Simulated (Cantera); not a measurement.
Feed: 1 mol SiH4, 0.98 mol C3H8, 5.4 mol H2, held at 0.220 bar.

Method: chemical equilibrium by Gibbs-energy minimisation in Cantera with the NASA 1993 tables (ideal gas, pure condensed phases). Candidate condensed phases: C, C6H6, C7H8, C8H18, Si, SiC; 87 gas species. Gases not in the tables: Si2H6 and higher silanes. The numbers say what is thermodynamically allowed, not how fast it happens.

x: gas mole fraction; n: condensed amount in mol.

```csv
T (°C),x H2,x H,x C2H2 (acetylene),x Si,n C(graphite),n SiC(s)
2027,0.974,0.0204,0.00421,(withheld),1.85,0.989
2052,0.971,0.0231,0.00475,(withheld),1.84,0.985
2077,0.967,0.0261,0.00533,(withheld),1.83,0.980
2102,0.962,0.0295,0.00598,(withheld),1.82,0.974
2127,0.957,0.0332,0.00667,(withheld),1.81,0.965
2152,0.952,0.0372,0.00743,(withheld),1.80,0.954
2177,0.945,0.0416,0.00825,(withheld),1.79,0.939
2202,0.938,0.0465,0.00912,(withheld),1.77,0.920
2227,0.930,0.0517,0.0101,(withheld),1.76,0.896
2252,0.921,0.0574,0.0111,(withheld),1.76,0.864
2277,0.911,0.0635,0.0121,(withheld),1.75,0.823
```

**Question.** Fill in the missing entries.

**Answer.** 
- 2027, x Si: 0.000608
- 2052, x Si: 0.000811
- 2077, x Si: 0.00108
- 2102, x Si: 0.00142
- 2127, x Si: 0.00186
- 2152, x Si: 0.00242
- 2177, x Si: 0.00313
- 2202, x Si: 0.00403
- 2227, x Si: 0.00517
- 2252, x Si: 0.00659
- 2277, x Si: 0.00837
